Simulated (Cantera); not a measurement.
An adiabatic, constant-volume homogeneous reactor starts with CH4 : H2 : O2 : N2 : H2O = 1 : 0.24 : 1.12 : 4.57 : 0.45 (molar parts), at 1625 K and 720000 Pa.

Model: GRI-Mech 3.0 (53 species, 325 reactions), integrated in Cantera.

One state of this run: T (K) = 2869; P (bar) = 14.3; x CH4 = 2.59e-10; x H2 = 0.137; x O2 = 9.68e-5; x C2H = <1e-12; x HCN = 6.27e-7. x: mole fraction; the columns are a selection and need not sum to one.

### Question
Which value of t (s) does it belong to?
A) 3.00e-6
B) 0.0202
C) 2.72e-5
D) 9.03e-6

### Answer
B, 0.0202
